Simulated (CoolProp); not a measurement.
A single-stage vapour-compression cycle with the fluid: evaporating at 214.15 K (dew point), condensing at 257.15 K (bubble point), superheat 5 K, subcooling 5 K, compressor efficiency 0.65, no pressure losses. The same conditions are run with several fluids, on thermodynamics alone (safety and materials aside).

Values from CoolProp's reference Helmholtz-energy equation of state of each fluid (R143a: Lemmon and Jacobsen 2000; R404A: Lemmon 2003; propane: Lemmon 2009; propylene: Lemmon 2013; R115: Lemmon 2016; ammonia: Gao 2020). Blends and air are pseudo-pure fits.

Task: Rank R143a, R404A, propane, propylene, R115, ammonia by cooling COP, highest first.

Result: propane (2.84), propylene (2.82), R143a (2.79), R115 (2.75), R404A (2.72), ammonia (2.61)

| fluid | pressure ratio | discharge temperature (K) | refrigerating effect (kJ/kg) | volumetric capacity (kJ/m³) |
|---|---|---|---|---|
| R143a | 6.50 | 302.3 | 187 | 499 |
| R404A | 7.08 | 299.8 | 164 | 453 |
| propane | 6.26 | 307.0 | 363 | 404 |
| propylene | 6.00 | 315.8 | 373 | 516 |
| R115 | 6.76 | 279.0 | 100.0 | 329 |
| ammonia | 9.70 | 446.7 | 1280 | 282 |
